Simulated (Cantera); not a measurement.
Charge: 1 mol AlCl3, 1.6 mol O2, 330 mol N2, equilibrated at 1698 K and 0.100 bar.

Method: chemical equilibrium by Gibbs-energy minimisation in Cantera with the NASA 1993 tables (ideal gas, pure condensed phases). Candidate condensed phases: Al, AlCl3, AlN, Al2O3; 24 gas species. Equilibrium is a limit: real reactors are often held back by kinetics, nucleation or transport.

Base state: N2 0.988, Cl 0.00857, O2 0.00237, NO 0.000343, Cl2 0.000203 (mole fractions); condensed: Al2O3(s).

Q: What changes in the equilibrium state with this change: temperature from 1698 K to 1248.15 K?

A: 
| species | before | after |
|---|---|---|
| N2 | 0.988 | 0.992 |
| Cl2 | 0.000203 | 0.00377 |
| O2 | 0.00237 | 0.00254 |
| Cl | 0.00857 | 0.00149 |
| NO | 0.000343 | 3.44e-5 |
| Al2O3(s), mol | 0.500 | 0.500 |

Q: What changes in the equilibrium state with this change: temperature from 1698 K to 723 K?

A: 
| species | before | after |
|---|---|---|
| N2 | 0.988 | 0.993 |
| Cl2 | 0.000203 | 0.00451 |
| O2 | 0.00237 | 0.00256 |
| Cl | 0.00857 | 2.75e-7 |
| NO | 0.000343 | 5.75e-8 |
| Al2O3(s), mol | 0.500 | 0.500 |
Condensed phases not in the tables: AlOCl.
